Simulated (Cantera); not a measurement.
Cantera run:

```python
import numpy as np
import cantera as ct

gas_names = [...]  # 127 gases of nasa_gas.yaml made of C, Fe, H, O, S
cond_names = """
    C(gr) C6H6(L) C7H8(L) C8H18(L),n-octa Fe(a) Fe(c) Fe(d) Fe(L) FeC5O5(L) FeO(s) FeO(L) Fe(OH)2(s)
    Fe(OH)3(s) FeS(a) FeS(b) FeS(c) FeS(L) FeSO4(s) FeS2(s) Fe2O3(s) Fe2S3O12(s) Fe3O4(s) H2O(s) H2O(L)
    H2SO4(L) S(cr1) S(cr2) S(L)
""".split()


# ... load() reads the species with a 1 bar reference pressure and builds the phases ...
atoms = {
    'Fe': {'Fe': 1},
    'SO2': {'S': 1, 'O': 2},
    'H2': {'H': 2},
    'CO': {'C': 1, 'O': 1},
}
top_T = {'C(gr)': 4500, 'FeSO4(s)': 950, 'FeS2(s)': 1010, 'Fe2O3(s)': 1830, 'Fe2S3O12(s)': 1100, 'Fe3O4(s)': 1870}  # K; cautious upper limits of use, not melting points


# ... equilibrate(T, P, feed) seeds the gas with the atoms and calls Mixture.equilibrate('TP', solver="vcs", rtol=1e-11, max_steps=5000) ...
results = []
feed = {'Fe': 1, 'SO2': 4.6, 'H2': 10, 'CO': 8.3}  # mol
P = 410  # Pa
for T in [725, 825, 925, 1025, 1125, 1225, 1325, 1425, 1525, 1625]:
    mix = equilibrate(T, P, feed)
    results.append((T, P, feed, dict(zip(mix.species_names, mix.species_moles))))

top = {s: max(r[3][s] / sum(r[3][g] for g in gas_names) for r in results) for s in gas_names}
cols = sorted((s for s in top if top[s] > 0.001), key=lambda s: -top[s])[:6]
seen = [c for c in cond_names if any(r[3].get(c, 0) > 1e-12 for r in results)]
print("log10 of partial pressures in bar; condensed amounts in mol")
print(f"{'T/K':>10s}" + "".join(f"{s[:9]:>10s}" for s in cols + seen))
for T, P, feed, n in results:
    ng = sum(n[g] for g in gas_names)
    print(f"{T:10.4g}" + "".join(f"{np.log10(max(n[s] / ng * P / 1e5, 1e-99)):10.3f}" for s in cols)
          + "".join(f"{n.get(c, 0):10.4g}" for c in seen))
```

It prints:

```
log10 of partial pressures in bar; condensed amounts in mol
       T/K       CO2        CO       H2O        H2       H2S        S2    FeO(s)    FeS(c)    FeS(L)
       725    -2.819    -3.479    -3.264    -3.046    -3.099    -7.908         0         1         0
       825    -2.857    -3.344    -3.174    -3.108    -3.102    -6.239         0         1         0
       925    -2.894    -3.252    -3.108    -3.160    -3.118    -4.943         0         1         0
      1025    -2.946    -3.172    -3.050    -3.163    -3.207    -4.124         0         1         0
      1125    -3.013    -3.100    -3.001    -3.129    -3.396    -3.753         0         1         0
      1225    -3.076    -3.048    -2.966    -3.105    -3.635    -3.596         0         1         0
      1325    -3.133    -3.011    -2.946    -3.094    -3.884    -3.533         0         1         0
      1425    -3.189    -2.979    -2.939    -3.087    -4.120    -3.519         0         1         0
      1525    -3.251    -2.950    -2.945    -3.074    -4.335    -3.538         0         0    0.9995
      1625    -3.391    -2.912    -3.011    -3.024    -4.429    -3.445    0.9958         0         0
```

Method: chemical equilibrium by Gibbs-energy minimisation in Cantera with the NASA 1993 tables (ideal gas, pure condensed phases). The tables' stoichiometric FeO is somewhat more stable than real wüstite, so its field is too wide. FeO, FeS: taken at fixed stoichiometry. Gases not in the tables: S3 to S7.
